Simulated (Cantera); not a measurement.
Input: 1 mol NF3, 0.47 mol H2O, 26 mol N2, at 1.00 Torr.

Method: chemical equilibrium by Gibbs-energy minimisation in Cantera with the NASA 1993 tables (ideal gas, pure condensed phases). Candidate condensed phases: H2O; 40 gas species. Kinetics and transport are ignored. All values below are at 2623 K.

Base state: N2 0.883, F 0.0703, HF 0.0297, O 0.0136, H 0.00159, NO 0.00126, O2 0.000372, OH 2.54e-5 (mole fractions); condensed: gas only.

Q: What changes in the equilibrium state with this change: N2 from 26 to 3.6 mol?

A: 
```csv
species,before,after
N2,0.883,0.542
F,0.0703,0.275
HF,0.0297,0.123
O,0.0136,0.0491
O2,0.000372,0.00482
OH,2.54e-5,9.65e-5
NO,0.00126,0.00355
```

Q: What changes in the equilibrium state with this change: N2 from 26 to 1.1 mol?

A: 
```
species    before     after
-------  --------  --------
F          0.0703     0.412
N2          0.883     0.317
HF         0.0297     0.185
O          0.0136    0.0700
O2       0.000372   0.00980
OH        2.54e-5  0.000138
NO        0.00126   0.00387
```
